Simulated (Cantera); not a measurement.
Input: 1 mol Cr₂O₃, a varied amount of H₂, 5.1 mol H₂O, held at 1423.15 K and 13.3 mbar.

These are equilibrium values from Cantera (NASA tables, ideal gas, pure condensed phases), not measurements of a reactor. Candidate condensed phases: Cr, Cr₂O₃, H₂O; 13 gas species. The numbers say what is thermodynamically allowed, not how fast it happens.

x: gas mole fraction; n: condensed amount in mol.

| n(H₂) (mol) | x H₂ | x H₂O | x H | x OH | x Cr | x O₂ | n Cr₂O₃(s) |
|---|---|---|---|---|---|---|---|
| 0.5 | 0.0893 | 0.911 | 1.72e-5 | 3.81e-6 | 4.77e-12 | 3.20e-9 | 1.00 |
| 1 | 0.164 | 0.836 | 2.33e-5 | 2.58e-6 | 1.35e-11 | 8.01e-10 | 1.00 |
| 2.2 | 0.301 | 0.699 | 3.16e-5 | 1.59e-6 | 4.40e-11 | 1.65e-10 | 1.00 |
| 4.5 | 0.469 | 0.531 | 3.95e-5 | 9.71e-7 | 1.29e-10 | 3.95e-11 | 1.00 |
| 9.4 | 0.648 | 0.352 | 4.64e-5 | 5.47e-7 | 3.88e-10 | 9.06e-12 | 1.00 |
| 19 | … | … | 5.12e-5 | … | … | … | 1.00 |
| 40 | 0.887 | 0.113 | 5.43e-5 | 1.50e-7 | 3.41e-9 | <1e-12 | 1.00 |
| 84 | 0.943 | … | 5.60e-5 | … | … | <1e-12 | 1.00 |
| 170 | 0.971 | 0.0291 | 5.68e-5 | 3.70e-8 | 2.99e-8 | <1e-12 | 1.000 |
| 360 | 0.986 | 0.0140 | 5.72e-5 | 1.76e-8 | 9.21e-8 | <1e-12 | 1.000 |
| 750 | 0.993 | 0.00675 | 5.74e-5 | 8.48e-9 | 2.77e-7 | <1e-12 | 1.000 |
| 1600 | 0.997 | 0.00318 | 5.75e-5 | 3.98e-9 | 8.62e-7 | <1e-12 | 0.999 |

### Question
Fill in the missing entries.

### Answer

- 84, x H₂O: 0.0572
- 84, x OH: 7.38e-8
- 84, x Cr: 1.04e-8
- 19, x H₂: 0.788
- 19, x H₂O: 0.212
- 19, x OH: 2.98e-7
- 19, x Cr: 1.12e-9
- 19, x O₂: 2.22e-12
